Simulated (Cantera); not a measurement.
# Stirred combustor or abatement burner

A perfectly stirred reactor is fed with 8.28 % CO, 5.46 % H₂, 2.24 % CH₄, 15.7 % O₂, 59.2 % N₂, 9.11 % H₂O, at 1000000 Pa; it is adiabatic with a 775 K inlet, and is followed from long to short residence time, starting on the burning branch (τ in s: 0.21, 0.057, 0.016, 0.0043, 0.0012, 0.00032, 8.7e-05, 2.4e-05, 6.5e-06).

Computed with Cantera and GRI-Mech 3.0 (53 species, 325 reactions).

```tsv
τ (s)	T (K)	x CO	x H₂	x CH₄	x NO	x CH₂
0.21	2223	0.00119	0.000401	7.07e-8	0.00427	1.10e-9
0.057	2225	0.00123	0.000411	2.54e-7	0.00267	4.07e-9
0.016	2227	0.00135	0.000435	8.71e-7	0.00115	1.44e-8
0.0043	2225	0.00172	0.000510	3.03e-6	0.000390	5.23e-8
0.0012	2215	0.00282	0.000733	9.27e-6	0.000150	1.73e-7
0.00032	2186	0.00575	0.00134	2.58e-5	7.05e-5	5.36e-7
8.7e-5	2124	0.0121	0.00259	6.80e-5	3.74e-5	1.41e-6
2.4e-5	2004	0.0253	0.00468	0.000207	1.80e-5	3.22e-6
6.5e-6	775	0.0828	0.0546	0.0224	<1e-12	<1e-12
```
x: mole fraction; the columns are a selection and need not sum to one.
